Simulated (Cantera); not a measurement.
An isothermal, constant-pressure homogeneous reactor starts with H2 : O2 : N2 = 0.011 : 1 : 3.4 (molar parts), at 998 K and 0.0200 bar.

Cantera simulation using the H2/O2 subset of GRI-Mech 3.0, which has no nitrogen chemistry; the numbers are that mechanism's predictions, not measurements. Radical loss at walls, strong at low pressure, is not modelled.

One state of this run: x H2 = 1.68e-8; x O2 = 0.226; x H2O = 0.00250; x O = 1.80e-6; x H2O2 = 9.83e-10; x H = 5.66e-9. x: mole fraction; the columns are a selection and need not sum to one.

Task: Which value of t (s) does it belong to?
A. 6.00
B. 0.212
C. 0.00751
D. 0.000613

Result: A, 6.00
